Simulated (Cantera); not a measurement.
Input: 1 mol CH3SiCl3, 0.41 mol C3H8, a varied amount of H2, held at 2423.15 K and 0.133 bar.

These are equilibrium values from Cantera (NASA tables, ideal gas, pure condensed phases), not measurements of a reactor. Candidate condensed phases: C, C6H6, C7H8, C8H18, Si, SiC; 109 gas species. The feed counts by its element totals alone. Gases not in the tables: Si2H6 and higher silanes. The numbers say what is thermodynamically allowed, not how fast it happens.

Question: Which condensed phases are stable at each of these points (n(H2) (mol)): 84, 110, 150, 190, 260, 340, 450?

Answer: 
| n(H2) (mol) | condensed phases | Si condensed (%) |
|---|---|---|
| 84 | C(graphite) + SiC(s) | 38.0 |
| 110 | C(graphite) + SiC(s) | 22.0 |
| 150 | gas only | 0.0 |
| 190 | gas only | 0.0 |
| 260 | gas only | 0.0 |
| 340 | gas only | 0.0 |
| 450 | gas only | 0.0 |

From 84 mol H2 to 110 mol H2 the condensed part is C(graphite) + SiC(s). From 150 mol H2 to 450 mol H2 nothing is condensed.
